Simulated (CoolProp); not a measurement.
Values from CoolProp's reference Helmholtz-energy equation of state, Span 2000.

### Question
For nitrogen, give the phase and the density (kg/m³), cp (kJ/(kg K)), cv (kJ/(kg K)), speed of sound (m/s) at -129.05 °C and 8.49 bar; -129.05 °C and 10.6 bar; -129.05 °C and 12.7 bar.

### Answer
- -129.05 °C and 8.49 bar: gas; density 21.1, cp 1.14, cv 0.763, speed of sound 238
- -129.05 °C and 10.6 bar: gas; density 26.7, cp 1.17, cv 0.769, speed of sound 237
- -129.05 °C and 12.7 bar: gas; density 32.5, cp 1.21, cv 0.775, speed of sound 235
